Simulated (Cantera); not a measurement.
Input: 1 mol AlN, 0.4 mol HCl, 3 mol H₂, equilibrated at 82.5 Torr.

These are equilibrium values from Cantera (NASA tables, ideal gas, pure condensed phases), not measurements of a reactor. Candidate condensed phases: Al, AlCl₃, AlN, NH₄Cl; 20 gas species. The tables' values for AlCl₂ are old estimates; treat these amounts as uncertain. Kinetics and transport are ignored.

Q: At 852 °C, list the 4 most abundant gas species with their mole fractions, and the condensed phases.

A: H₂ 0.914, HCl 0.0534, AlCl₃ 0.0214, N₂ 0.0107. Condensed: AlN(s).
